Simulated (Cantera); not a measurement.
A freely propagating, adiabatic, planar premixed flame of H2 : O2 : N2 : H2O = 1 : 0.312 : 1.17 : 0.026 (molar parts), unburnt at 650 K and 3.90 bar; mixture-averaged transport, grid criteria slope 0.08 and curve 0.16, no radiation.

Cantera simulation using the H2/O2 subset of GRI-Mech 3.0, which has no nitrogen chemistry; the numbers are that mechanism's predictions, not measurements. The hydrogen kinetics of GRI-Mech 3.0 are dated; newer H2 mechanisms differ, most at raised pressure. Burning velocities carry a grid error of a few per cent, more on coarse grids.

x: mole fraction of selected species; z is measured from the peak of heat release.

```csv
z (mm),T (K),u (m/s),x H2,x O2,x H2O2,x H2O,x H,x HO2
-0.238,650,10.8,0.399,0.124,<1e-8,0.0104,<1e-8,<1e-8
-0.158,650,10.8,0.399,0.124,<1e-8,0.0104,<1e-8,<1e-8
-0.119,650,10.8,0.399,0.124,<1e-8,0.0104,<1e-8,(withheld)
-0.0792,650,10.8,0.399,0.124,<1e-8,0.0104,3.50e-8,(withheld)
-0.0396,679,11.1,0.392,0.125,6.76e-6,0.0116,0.000178,(withheld)
-0.0198,925,14.8,0.357,0.118,3.45e-5,0.0339,0.00583,(withheld)
0,1362,21.1,0.269,0.0831,1.11e-5,0.112,0.0325,(withheld)
0.0198,1680,25.7,0.185,0.0334,3.21e-6,0.206,0.0596,(withheld)
0.0396,1838,27.9,0.153,0.0115,1.88e-6,0.248,0.0659,(withheld)
0.0792,1985,29.8,0.146,0.00319,1.04e-6,0.266,0.0578,(withheld)
0.158,2123,31.6,0.151,0.00160,5.72e-7,0.274,0.0434,(withheld)
0.317,2242,33.1,0.157,0.000844,3.27e-7,0.280,0.0301,(withheld)
0.634,2335,34.2,0.161,0.000383,1.85e-7,0.286,0.0196,(withheld)
```

### Question
What belongs in the gaps?

### Answer

- -0.119, x HO2: 1.80e-8
- -0.0792, x HO2: 1.20e-6
- -0.0396, x HO2: 0.000471
- -0.0198, x HO2: 0.000543
- 0, x HO2: 0.000246
- 0.0198, x HO2: 9.15e-5
- 0.0396, x HO2: 3.02e-5
- 0.0792, x HO2: 8.27e-6
- 0.158, x HO2: 4.12e-6
- 0.317, x HO2: 2.18e-6
- 0.634, x HO2: 9.94e-7
